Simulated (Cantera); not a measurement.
Input: 1 mol Si, 0.012 mol Cl2, 0.089 mol H2, at 773.15 K and 9.40 bar.

Cantera equilibrium calculation (NASA polynomials, part measured and part estimated; ideal gas, pure solids and liquids). Candidate condensed phases: Si; 19 gas species. Kinetics and transport are ignored.

Base state: H2 0.923, SiHCl3 0.0428, SiCl4 0.0294, SiH2Cl2 0.00479, HCl 0.000400, SiH3Cl 0.000121 (mole fractions); condensed: Si(s).

Task: What changes in the equilibrium state with this change: pressure from 9.40 bar to 22.0 mbar?

Result: 
| species | before | after |
|---|---|---|
| H2 | 0.923 | 0.931 |
| SiCl4 | 0.0294 | 0.0518 |
| SiHCl3 | 0.0428 | 0.0145 |
| SiH3Cl | 0.000121 | 1.51e-6 |
| SiH2Cl2 | 0.00479 | 0.000311 |
| Si(s), mol | 0.993 | 0.994 |
The tables' values for SiCl3 are old estimates; treat these amounts as uncertain.

Task: What changes in the equilibrium state with this change: Si replaced by Fe?

Result: 
```json
[
 {"species": "H2", "before": "0.923", "after": "0.990"},
 {"species": "HCl", "before": "0.000400", "after": "0.00969"},
 {"species": "SiHCl3", "before": "0.0428", "after": "0"},
 {"species": "SiCl4", "before": "0.0294", "after": "0"},
 {"species": "SiH2Cl2", "before": "0.00479", "after": "0"},
 {"species": "SiH3Cl", "before": "0.000121", "after": "0"},
 {"species": "Si(s), mol", "before": "0.993", "after": "0"},
 {"species": "Fe(α), mol", "before": "0", "after": "0.988"},
 {"species": "FeCl2(s), mol", "before": "0", "after": "0.0116"}
]
```
Further candidate phases: Fe, FeCl2, FeCl3.
